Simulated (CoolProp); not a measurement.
200 sccm (0 °C, 1 atm) of nitrogen bubbles through liquid p-xylene at 343.3 K and leaves saturated at a total pressure of 0.0223 MPa (ideal gas phase). Each further row changes one setting.

Computed with CoolProp (reference Helmholtz-energy equation of state, Zhou 2012).

```csv
case,vapour pressure (kPa),mole fraction of vapour,delivery (mg/min),delivery (sccm),change of delivery for a bath 1 K warmer (%)
as stated,10.6,0.474,854,180,[?]
bath temperature 348.3 K,12.9,0.580,1310,[?],[?]
total pressure 0.0446 MPa,10.6,0.237,294,62.2,5.5
```

### Question
What belongs in the gaps?

### Answer

- as stated, change of delivery for a bath 1 K warmer (%): 8.3
- bath temperature 348.3 K, delivery (sccm): 276
- bath temperature 348.3 K, change of delivery for a bath 1 K warmer (%): 10
